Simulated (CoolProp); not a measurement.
Methane at 293.15 K and 0.326 MPa is compressed adiabatically to 0.509 MPa with isentropic efficiency 0.85. Each further row changes one setting.

Computed with CoolProp (reference Helmholtz-energy equation of state, Setzmann 1991).

| case | work (kJ/kg) | final temperature (K) | final density (kg/m³) |
|---|---|---|---|
| as stated | 83.4 | 330.4 | 2.99 |
| efficiency 1 | 70.9 | 325.1 | 3.04 |
| efficiency 0.65 | 109 | 341.4 | 2.89 |
